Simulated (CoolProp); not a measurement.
Model: reference Helmholtz-energy equation of state, Lemmon 2006, in CoolProp. It is a short technical equation, of lower accuracy than the large ones.

Q: For nitrous oxide, give the phase and the speed of sound (m/s) at 389.1 K and 0.123 MPa; 381.6 K and 0.274 MPa.

A: 
- 389.1 K and 0.123 MPa: gas; speed of sound 302
- 381.6 K and 0.274 MPa: gas; speed of sound 299
